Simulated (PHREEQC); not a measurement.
# Acid rinse or clean: an equilibrium model

A solution holds 0.25 mol HNO3, 0.16 mol CaCl2 and 0.0013 mol MnSO4 per kg of water, at 25 °C. Closed to the air; pH follows from the charge balance.

All values are PHREEQC results (ion-association model, phreeqc.dat), not measurements.

```json
{
 "pH": "0.73",
 "ionic_strength": "0.731 mol/kgw",
 "activity_of_water": "0.983",
 "density": "1.020 g/cm³",
 "total_alkalinity": "-250 meq/kg"
}
```

```csv
species,molality,activity,log γ
Cl-,0.320,0.200,-0.204
NO3-,0.250,0.145,-0.237
H+,0.249,0.187,-0.124
Ca+2,0.160,0.0396,-0.605
Mn+2,0.000993,0.000222,-0.650
HSO4-,0.000664,0.000500,-0.123
```

This is a speciation only: nothing precipitates in the calculation. The ionic strength is past about 0.7 mol/kgw, beyond the range of this activity model, so the values are rough.
